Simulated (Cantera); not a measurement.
# Ammonia decomposition in nitride growth gas

An isothermal, constant-pressure homogeneous reactor starts with 79.4 % NH3, 20.6 % H2, at 1725 K and 10.00 Torr.

Detailed kinetics in Cantera: the gas-phase N/H chemistry of the illustrative SiF4/NH3 mechanism in the Surface Chemkin manual (1991). Walls and surfaces, which speed up NH3 decomposition in real reactors, are not modelled.

```tsv
t (s)	x NH3	x H2	x H	x N2H4	x NH2	x NH	x N2
5.00e-6	0.794	0.206	1.31e-8	<1e-12	2.12e-8	<1e-12	<1e-12
1.46e-5	0.794	0.206	2.63e-8	<1e-12	7.43e-8	<1e-12	<1e-12
4.29e-5	0.794	0.206	4.64e-8	<1e-12	2.48e-7	<1e-12	<1e-12
0.000126	0.794	0.206	9.87e-8	<1e-12	7.65e-7	6.22e-12	<1e-12
0.000368	0.794	0.206	2.52e-7	<1e-12	2.28e-6	9.00e-11	2.68e-12
0.00108	0.794	0.206	7.00e-7	3.42e-12	6.71e-6	1.04e-9	2.51e-10
0.00316	0.794	0.206	2.01e-6	3.15e-11	1.97e-5	9.90e-9	1.32e-8
0.00926	0.794	0.206	5.84e-6	2.75e-10	5.75e-5	8.63e-8	4.75e-7
0.0271	0.793	0.206	1.67e-5	2.26e-9	0.000165	6.79e-7	1.52e-5
0.0795	0.792	0.207	3.49e-5	9.74e-9	0.000341	2.71e-6	0.000349
0.233	0.785	0.212	3.82e-5	1.10e-8	0.000362	3.05e-6	0.00213
0.683	0.767	0.225	4.09e-5	1.06e-8	0.000356	3.05e-6	0.00733
2.00	0.716	0.262	4.85e-5	9.62e-9	0.000339	3.04e-6	0.0215
```
x: mole fraction; the columns are a selection and need not sum to one.

Equilibrium at this temperature and pressure: NH3 1.46e-7, H2 0.777, H 0.00143, N2H4 <1e-12, NH2 6.91e-10, NH 7.08e-11, N2 0.221 (gas phase only).
